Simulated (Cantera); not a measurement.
## BN + H₂ (sublimation and decomposition of ceramics)

Charge: 1 mol BN, 0.55 mol H₂, at 1330 Pa.

Equilibrium computed with Cantera from the NASA thermochemical tables; the gas is ideal and each condensed phase is pure. Candidate condensed phases: B, BN; 28 gas species. Ions and electrons are included (thermal ionisation). Mutual solubility and eutectic melting of coexisting phases are not modelled. The tables' values for BH₂ are old estimates; treat these amounts as uncertain. Kinetics and transport are ignored.

| T (K) | x H₂ | x N₂ | x H | x B | x N | x B+ | n B(s) | n BN(s) | n B(l) |
|---|---|---|---|---|---|---|---|---|---|
| 2000 | 0.977 | 0.00883 | 0.0139 | 1.00e-5 | 7.34e-10 | 4.29e-12 | 0.00960 | 0.990 | 0 |
| 2500 | 0.412 | 0.440 | 0.140 | 0.00650 | 1.68e-6 | 1.78e-8 | 0 | 0 | 0.990 |
| 3000 | 0.0677 | 0.223 | 0.356 | 0.347 | 5.70e-5 | 4.05e-6 | 0 | 0 | 0.214 |
| 3500 | 0.00652 | 0.192 | 0.413 | 0.385 | 0.000841 | 5.12e-5 | 0 | 0 | 0 |
| 4000 | 0.000927 | 0.188 | 0.420 | 0.382 | 0.00666 | 0.000336 | 0 | 0 | 0 |
| 4500 | 0.000193 | 0.172 | 0.416 | 0.376 | 0.0324 | 0.00147 | 0 | 0 | 0 |
| 5000 | 5.14e-5 | 0.130 | 0.399 | 0.358 | 0.103 | 0.00477 | 0 | 0 | 0 |
x: gas mole fraction; n: condensed amount in mol.

At 2000 K the condensed part is B(s) + BN(s). From 2500 K to 3000 K the condensed part is B(l). From 3500 K to 5000 K nothing is condensed.
